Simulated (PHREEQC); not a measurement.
# Spent oxide etchant: an equilibrium model

Make-up at 20 °C: 0.0018 mol HF, 0.069 mol (NH4)2SiF6, 0.00014 mol H3PO4 and 0.0024 mol H2SO4 per kg of water. Closed to the air; pH follows from the charge balance.

All values are PHREEQC results (ion-association model, wateq4f.dat), not measurements.

Each row changes one thing in this solution. Precipitation was switched off in this run.

| case | pH | ionic strength (mol/kgw) | HF (mol/kgw) | SO4-2 (mol/kgw) | F- (mol/kgw) | HSO4- (mol/kgw) |
|---|---|---|---|---|---|---|
| as made | 2.42 | 0.212 | 0.00332 | 0.00145 | 0.000942 | 0.000193 |
| 0.0022 mol/kgw CsOH added | 2.61 | 0.213 | 0.00288 | 0.00150 | 0.00128 | 0.000127 |
| (NH4)2SiF6 replaced by NaHF2 at the same molality | 3.07 | 0.0705 | 0.0493 | 0.00204 | 0.0539 | 8.02e-5 |
| diluted 5-fold with water | 2.92 | 0.0426 | 0.00190 | 0.000389 | 0.00142 | 2.38e-5 |
| temperature from 20 to 75 °C | 2.69 | 0.208 | 0.0122 | 0.00140 | 0.00230 | 0.000360 |

Some of these states are supersaturated (in Quartz (slow to form), Chalcedony (slow to form), for instance). H3PO4, which wateq4f.dat lacks, is added to it with the constant of phreeqc.dat. Away from 25 °C the constants follow the database's enthalpies or fits; those with neither stay at their 25 °C values. SiF6-2 is the database's only silicon fluoride.
